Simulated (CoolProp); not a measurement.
R245fa along the isobar 16.3 bar: density (kg/m³) from the reference equation and from simpler models built on Tc = 427.0 K, pc = 36.51 bar, ω = 0.378; each cubic takes its own stable root.

Computed with CoolProp (reference Helmholtz-energy equation of state, Akasaka 2015).

```
T (K)   phase  reference  van der Waals  Redlich-Kwong  Soave-Redlich-Kwong  Peng-Robinson
-----  ------  ---------  -------------  -------------  -------------------  -------------
287.2  liquid       1372          813.7           1182                 1247           1409
301.5  liquid       1334          791.2           1143                 1211           1370
315.8  liquid       1294          766.7           1101                 1172           1326
330.2  liquid       1252          739.2           1055                 1127           1277
344.5  liquid       1206          708.0           1004                 1077           1221
358.8  liquid       1156          99.36          945.8                 1019           1156
373.2  liquid       1098          91.42          98.71                950.5           1078
387.5     gas      94.72          85.14          89.85                92.62          94.92
401.8     gas      85.06          79.94          83.14                84.39          86.30
```

At some of these states van der Waals, Redlich-Kwong gives the other phase, because its saturation line lies elsewhere.
